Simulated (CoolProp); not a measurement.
Vapour-liquid equilibrium of R141b (1) + n-pentane (2) at 383.9 K; x and y are mole fractions of (1).

Computed with CoolProp (multi-fluid Helmholtz-energy mixture model, Lemmon 2006 and Thol 2019; pair parameters Bell 2016).

```
x      bubble pressure (bar)  y at the bubble point  dew pressure at overall composition x (bar)  liquid density (mol/L)
-----  ---------------------  ---------------------  -------------------------------------------  ----------------------
0.05                   7.703                  0.069                                        7.646                   7.300
0.125                  7.964                  0.161                                        7.863                   7.387
0.2                    8.176                  0.243                                        8.066                   7.481
0.275                  8.346                  0.318                                        8.251                   7.582
0.35                   8.481                  0.388                                        8.410                   7.691
0.425                  8.585                  0.456                                        8.540                   7.806
0.5                    8.661                  0.522                                        8.638                   7.929
0.575                  8.711                  0.588                                        8.703                   8.060
0.65                   8.736                  0.654                                        8.735                   8.198
0.725                  8.738                  0.722                                        8.738                   8.344
0.8                    8.717                  0.793                                        8.713                   8.496
0.875                  8.672                  0.867                                        8.666                   8.656
0.95                   8.605                  0.945                                        8.600                   8.824
```

y crosses x between x = 0.65 and 0.725: the model has an azeotrope there.

Pair parameters are fitted to limited data, so mixtures are less certain than the pure fluids.
